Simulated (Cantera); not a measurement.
Feed: 1 mol Cu, 4.6 mol CO, 12 mol H2, equilibrated at 527 °C and 11.0 bar.

Method: chemical equilibrium by Gibbs-energy minimisation in Cantera with the NASA 1993 tables (ideal gas, pure condensed phases). Candidate condensed phases: C, C6H6, C7H8, C8H18, Cu, CuO, Cu(OH)2, Cu2O, H2O; 113 gas species. The numbers say what is thermodynamically allowed, not how fast it happens.

Base state: CH4 0.403, H2O 0.350, H2 0.165, CO2 0.0739, CO 0.00825, C2H6 1.97e-5 (mole fractions); condensed: C(graphite) + Cu(s).

**Question.** What changes in the equilibrium state with this change: temperature from 527 °C to 1450 °C?

**Answer.** 
```json
[
 {"species": "H2", "before": "0.165", "after": "0.719"},
 {"species": "CO", "before": "0.00825", "after": "0.276"},
 {"species": "CH4", "before": "0.403", "after": "0.00241"},
 {"species": "H2O", "before": "0.350", "after": "0.00220"},
 {"species": "CO2", "before": "0.0739", "after": "0.000241"},
 {"species": "Cu", "before": "<1e-9", "after": "1.94e-5"},
 {"species": "H", "before": "<1e-9", "after": "4.66e-5"},
 {"species": "C2H2 (acetylene)", "before": "<1e-9", "after": "1.15e-5"},
 {"species": "C2H6", "before": "1.97e-5", "after": "5.88e-8"},
 {"species": "C(graphite), mol", "before": "0.195", "after": "0"},
 {"species": "Cu(s), mol", "before": "1.00", "after": "0"},
 {"species": "Cu(l), mol", "before": "0", "after": "1.000"}
]
```

**Question.** What changes in the equilibrium state with this change: temperature from 527 °C to 475 °C?

**Answer.** 
| species | before | after |
|---|---|---|
| CH4 | 0.403 | 0.438 |
| H2O | 0.350 | 0.379 |
| H2 | 0.165 | 0.110 |
| CO2 | 0.0739 | 0.0703 |
| CO | 0.00825 | 0.00327 |
| C2H6 | 1.97e-5 | 1.66e-5 |
| C(graphite), mol | 0.195 | 0.103 |
| Cu(s), mol | 1.00 | 1.00 |
